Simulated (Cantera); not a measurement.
A closed system holds: 1 mol Si2H6, 0.9 mol CO2, 47 mol N2, held at 10000 Pa.

Method: chemical equilibrium by Gibbs-energy minimisation in Cantera with the NASA 1993 tables (ideal gas, pure condensed phases). Candidate condensed phases: C, C6H6, C7H8, C8H18, H2O, Si, SiC, SiO2, Si2N2O, Si3N4; 151 gas species. The feed counts by its element totals alone. N2 is the only nitrogen source here; it is nearly inert below about 1500 K, so the nitride shown seldom forms there in practice. Mutual solubility and eutectic melting of coexisting phases are not modelled. Rates play no part.

Which condensed phases are stable at each of these points (T (K)): 1073, 1148, 1223, 1298, 1373, 1448, 1523, 1598, 1673, 1748, 1823, 1898, 1973, 2048?


```
T (K)                          condensed phases  Si condensed (%)
-----  ----------------------------------------  ----------------
1073   C(graphite) + SiO2(β-quartz) + Si2N2O(s)             100.0
1148                    C(graphite) + Si2N2O(s)             100.0
1223                    C(graphite) + Si2N2O(s)             100.0
1298                    C(graphite) + Si2N2O(s)             100.0
1373                    C(graphite) + Si2N2O(s)             100.0
1448                    C(graphite) + Si2N2O(s)             100.0
1523                    C(graphite) + Si2N2O(s)             100.0
1598                    C(graphite) + Si2N2O(s)              99.9
1673                         SiC(s) + Si2N2O(s)              99.6
1748                         SiC(s) + Si2N2O(s)              97.8
1823                         SiC(s) + Si2N2O(s)              90.5
1898                         SiC(s) + Si2N2O(s)              65.6
1973                             Si(l) + SiC(s)              28.5
2048                             Si(l) + SiC(s)              33.4
```

At 1073 K the condensed part is C(graphite) + SiO2(β-quartz) + Si2N2O(s). From 1148 K to 1598 K the condensed part is C(graphite) + Si2N2O(s). From 1673 K to 1898 K the condensed part is SiC(s) + Si2N2O(s). From 1973 K to 2048 K the condensed part is Si(l) + SiC(s).
